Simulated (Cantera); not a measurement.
A closed system holds: 1 mol CH₃F, 0.11 mol H₂, 0.36 mol HCl, equilibrated at 1177 °C and 1.40 mbar.

Cantera equilibrium calculation (NASA polynomials, part measured and part estimated; ideal gas, pure solids and liquids). Candidate condensed phases: C, C₆H₆, C₇H₈, C₈H₁₈; 118 gas species. Equilibrium is a limit: real reactors are often held back by kinetics, nucleation or transport.

Base state: H₂ 0.449, HF 0.405, HCl 0.146, H 0.000169, Cl 4.47e-5 (mole fractions); condensed: C(graphite).

**Question.** What changes in the equilibrium state with this change: temperature from 1177 °C to 427 °C?

**Answer.** 
```
species             before    after
----------------  --------  -------
H₂                   0.449    0.446
HF                   0.405    0.406
HCl                  0.146    0.146
CH₄                9.33e-7  0.00237
H                 0.000169    <1e-9
Cl                 4.47e-5    <1e-9
C(graphite), mol     1.000    0.994
```
